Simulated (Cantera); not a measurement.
Charge: 1 mol CH4, 2.7 mol H2, 20 mol N2, at 2600 K and 1.00 bar.

Cantera equilibrium calculation (NASA polynomials, part measured and part estimated; ideal gas, pure solids and liquids). Candidate condensed phases: C, C6H6, C7H8, C8H18; 92 gas species. Equilibrium is a limit: real reactors are often held back by kinetics, nucleation or transport.

Base state: N2 0.786, H2 0.161, HCN 0.0308, H 0.0154, HNC 0.00403, C2H2 (acetylene) 0.00241, CN 0.000195, C2N2 0.000100 (mole fractions); condensed: gas only.

### Question
What changes in the equilibrium state with this change: temperature from 2600 K to 1200 K?

### Answer
```
species             before     after
----------------  --------  --------
N2                   0.786     0.810
H2                   0.161     0.189
CH4                3.21e-6  0.000566
HCN                 0.0308   2.92e-5
H                   0.0154   8.58e-8
CN                0.000195     <1e-9
C2H2 (acetylene)   0.00241   1.94e-8
C(graphite), mol         0     0.985
```
